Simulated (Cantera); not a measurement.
Equilibrium for silicon carbide growth: (CH3)2SiCl2 + CH4 + H2

Feed: 1 mol (CH3)2SiCl2, 0.014 mol CH4, 36 mol H2, at 0.0160 bar.

Method: chemical equilibrium by Gibbs-energy minimisation in Cantera with the NASA 1993 tables (ideal gas, pure condensed phases). Candidate condensed phases: C, C6H6, C7H8, C8H18, Si, SiC; 109 gas species. The feed counts by its element totals alone. The numbers say what is thermodynamically allowed, not how fast it happens.

From 1000 K to 1900 K the condensed part is C(graphite) + SiC(s). The main Si-bearing gas is SiCl4 at 1000 K and SiCl2 at 1900 K.

```
T (K)  log p H2  log p HCl  log p H  log p CH4  log p C2H2 (acetylene)  n C(graphite)  n SiC(s)
-----  --------  ---------  -------  ---------  ----------------------  -------------  --------
1000      -1.82      -3.10    -9.55      -4.66                  -10.76          0.968     0.991
1150      -1.82      -3.10    -8.04      -5.27                   -9.23           1.00     0.999
1300      -1.82      -3.10    -6.87      -5.74                   -8.06           1.01     0.999
1450      -1.82      -3.10    -5.93      -6.12                   -7.13           1.01     0.998
1600      -1.82      -3.10    -5.17      -6.42                   -6.38           1.01     0.996
1750      -1.82      -3.10    -4.54      -6.68                   -5.76           1.01     0.993
1900      -1.82      -3.11    -4.01      -6.89                   -5.24          0.997     0.988
```
log p: log10 of the partial pressure in bar; n: condensed amount in mol.
